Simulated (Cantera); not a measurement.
Feed: 1 mol Fe2O3, 17 mol HCl, 68 mol N2, at 1200 K and 0.0150 bar.

Equilibrium computed with Cantera from the NASA thermochemical tables; the gas is ideal and each condensed phase is pure. Candidate condensed phases: Fe, FeCl2, FeCl3, FeO, Fe(OH)2, Fe(OH)3, Fe2O3, Fe3O4, H2O, NH4Cl; 37 gas species. The numbers say what is thermodynamically allowed, not how fast it happens.

Base state: N2 0.799, HCl 0.176, H2O 0.0119, FeCl2 0.00844, Cl 0.00131, O2 0.00120, Cl2 0.00115, FeCl3 0.00108 (mole fractions); condensed: Fe2O3(s).

Question: What changes in the equilibrium state with this change: N2 from 68 to 5.5 mol?

Answer: 
```tsv
species	before	after
HCl	0.176	0.665
N2	0.799	0.244
H2O	0.0119	0.0454
FeCl2	0.00844	0.0260
FeCl3	0.00108	0.00774
Cl2	0.00115	0.00626
Cl	0.00131	0.00305
Fe2O3(s), mol	0.595	0.621
```

Question: What changes in the equilibrium state with this change: HCl from 17 to 1.6 mol?

Answer: 
```
species         before     after
-------------  -------  --------
N2               0.799     0.977
HCl              0.176    0.0199
H2O             0.0119   0.00152
FeCl2          0.00844   0.00128
FeCl3          0.00108   3.40e-5
Cl2            0.00115   4.95e-5
O2             0.00120  0.000225
Cl             0.00131  0.000272
Fe2O3(s), mol    0.595     0.954
```
